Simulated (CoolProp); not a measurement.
Vapour-liquid equilibrium of CHF3 (R23) (1) + CH2F2 (R32) (2) at 205.8 K; x and y are mole fractions of (1).

The numbers come from the multi-fluid Helmholtz-energy mixture model, Penoncello 2003 and Tillner-Roth 1997; pair parameters Bell 2016 in CoolProp.

Q: Give the bubble pressure and the first vapour's composition at x = 0.425, 0.5, 0.725. Is there an azeotrope?

A: x = 0.425: 1.193 bar, y = 0.785; x = 0.5: 1.326 bar, y = 0.830; x = 0.725: 1.720 bar, y = 0.924. No azeotrope shows between x = 0.05 and 0.95.

Pair parameters are fitted to limited data, so mixtures are less certain than the pure fluids.
